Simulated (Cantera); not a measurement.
# Hydrocarbon pyrolysis for carbon deposition

A perfectly stirred reactor is fed with 23.3 % CH₄, 76.7 % N₂, at 0.987 atm; it is held at 1900 K, and followed from long to short residence time.

Computed with Cantera and GRI-Mech 3.0 (53 species, 325 reactions). GRI-Mech 3.0 stops at C3 and has no aromatics, soot or wall deposition, so with more carbon than oxygen in the feed, carbon stays in small species such as C2H2 where larger ones or solid carbon would form.

```json
[
 {"τ (s)": "0.80", "x CH₄": "0.00476", "x H": "0.000413", "x CH₂": "2.51e-7", "x CH₃": "0.000141", "x C₂H₆": "6.34e-7", "x C₂H₂": "0.0920"},
 {"τ (s)": "0.36", "x CH₄": "0.00697", "x H": "0.000406", "x CH₂": "3.58e-7", "x CH₃": "0.000205", "x C₂H₆": "1.32e-6", "x C₂H₂": "0.0911"},
 {"τ (s)": "0.16", "x CH₄": "0.0104", "x H": "0.000396", "x CH₂": "5.16e-7", "x CH₃": "0.000303", "x C₂H₆": "2.87e-6", "x C₂H₂": "0.0896"},
 {"τ (s)": "0.072", "x CH₄": "0.0155", "x H": "0.000382", "x CH₂": "7.33e-7", "x CH₃": "0.000445", "x C₂H₆": "6.23e-6", "x C₂H₂": "0.0875"},
 {"τ (s)": "0.032", "x CH₄": "0.0233", "x H": "0.000362", "x CH₂": "1.03e-6", "x CH₃": "0.000655", "x C₂H₆": "1.37e-5", "x C₂H₂": "0.0842"},
 {"τ (s)": "0.015", "x CH₄": "0.0339", "x H": "0.000337", "x CH₂": "1.39e-6", "x CH₃": "0.000931", "x C₂H₆": "2.81e-5", "x C₂H₂": "0.0796"},
 {"τ (s)": "0.0065", "x CH₄": "0.0506", "x H": "0.000302", "x CH₂": "1.89e-6", "x CH₃": "0.00135", "x C₂H₆": "6.09e-5", "x C₂H₂": "0.0722"},
 {"τ (s)": "0.0029", "x CH₄": "0.0727", "x H": "0.000261", "x CH₂": "2.47e-6", "x CH₃": "0.00190", "x C₂H₆": "0.000123", "x C₂H₂": "0.0622"},
 {"τ (s)": "0.0013", "x CH₄": "0.101", "x H": "0.000214", "x CH₂": "3.14e-6", "x CH₃": "0.00256", "x C₂H₆": "0.000232", "x C₂H₂": "0.0490"},
 {"τ (s)": "0.00059", "x CH₄": "0.133", "x H": "0.000162", "x CH₂": "3.80e-6", "x CH₃": "0.00329", "x C₂H₆": "0.000394", "x C₂H₂": "0.0336"},
 {"τ (s)": "0.00027", "x CH₄": "0.166", "x H": "0.000108", "x CH₂": "4.24e-6", "x CH₃": "0.00392", "x C₂H₆": "0.000575", "x C₂H₂": "0.0177"}
]
```
x: mole fraction; the columns are a selection and need not sum to one.
